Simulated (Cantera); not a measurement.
What does this Cantera script print?

```python
import numpy as np
import cantera as ct

gas = ct.Solution("h2o2.yaml")
gas.TPX = 1300, 2666, {'H2': 0.17, 'O2': 1}
inlet = ct.Reservoir(gas, clone=True)

reactor = ct.IdealGasConstPressureReactor(gas, energy="off", clone=False)
exhaust = ct.Reservoir(gas, clone=True)
tau = [19, 6.2, 2, 0.63, 0.2, 0.064, 0.021, 0.0066, 0.0021][0]
for a, b in ((inlet, reactor), (reactor, exhaust)):
    ct.MassFlowController(a, b, mdot=lambda t: reactor.mass / tau)
net = ct.ReactorNet([reactor])
show = ['H2', 'O2', 'H', 'H2O2', 'OH', 'HO2']

rows = []
print(f"{'tau/s':>10s}{'T/K':>9s}" + "".join(f"{s:>11s}" for s in show))
for tau in [19, 6.2, 2, 0.63, 0.2, 0.064, 0.021, 0.0066, 0.0021]:
    net.initial_time = 0.0
    net.advance(30 * tau)
    before = gas.X
    net.advance(40 * tau)
    drift = np.max(np.abs(gas.X - before) / (gas.X + 1e-9))
    rows.append([gas.T, *gas[show].X, drift])
    print(f"{tau:10.3e}{gas.T:9.1f}" + "".join(f"{x:11.3e}" for x in gas[show].X))
```

Result:

```
     tau/s      T/K         H2         O2          H       H2O2         OH        HO2
 1.900e+01   1300.0  3.674e-05  8.428e-01  7.565e-06  6.336e-08  7.073e-04  7.498e-07
 6.200e+00   1300.0  7.654e-05  8.424e-01  2.345e-05  9.640e-08  1.030e-03  1.378e-06
 2.000e+00   1300.0  1.595e-04  8.416e-01  7.311e-05  1.423e-07  1.505e-03  2.421e-06
 6.300e-01   1300.0  3.344e-04  8.401e-01  2.315e-04  2.039e-07  2.210e-03  4.005e-06
 2.000e-01   1300.0  6.881e-04  8.371e-01  7.163e-04  2.786e-07  3.222e-03  6.055e-06
 6.400e-02   1300.0  1.382e-03  8.312e-01  2.133e-03  3.586e-07  4.639e-03  8.288e-06
 2.100e-02   1300.0  2.646e-03  8.204e-01  5.808e-03  4.261e-07  6.470e-03  1.020e-05
 6.600e-03   1300.0  4.901e-03  8.027e-01  1.411e-02  4.660e-07  8.671e-03  1.136e-05
 2.100e-03   1300.0  8.564e-03  7.841e-01  2.585e-02  4.878e-07  1.075e-02  1.157e-05
```

Cantera simulation using the H2/O2 subset of GRI-Mech 3.0, which has no nitrogen chemistry; the numbers are that mechanism's predictions, not measurements. Radical loss at walls, strong at low pressure, is not modelled. The temperature is held fixed by assumption; the heat of reaction is taken as removed at once.
